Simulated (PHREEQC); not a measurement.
Consider water at 10 °C with 0.17 mol/kgw HF and 0.0057 mol/kgw CuCl2. It is in equilibrium with CO2 at log p = -3.4 (atm). Otherwise closed; pH follows from the charge balance.

Computed with PHREEQC (ion-association model, phreeqc.dat).

No solid was allowed to form.

What pH does the model give?

pH 1.84.

In which forms is Cu present?

Cu+2 91 %, CuF+ 8.3 %, CuCl+ 0.7 % of the Cu.

Constants without temperature data keep their 25 °C values here.
